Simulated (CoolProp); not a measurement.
Model: reference Helmholtz-energy equation of state, Lemmon 2006, in CoolProp. It is a short technical equation, of lower accuracy than the large ones.

### Question
For isopentane, give the phase and the Joule-Thomson coefficient (K/MPa) at 500 K and 0.016 MPa; 500 K and 0.507 MPa; 500 K and 0.744 MPa.

### Answer
- 500 K and 0.016 MPa: gas; Joule-Thomson coefficient 5.84
- 500 K and 0.507 MPa: gas; Joule-Thomson coefficient 6.17
- 500 K and 0.744 MPa: gas; Joule-Thomson coefficient 6.34
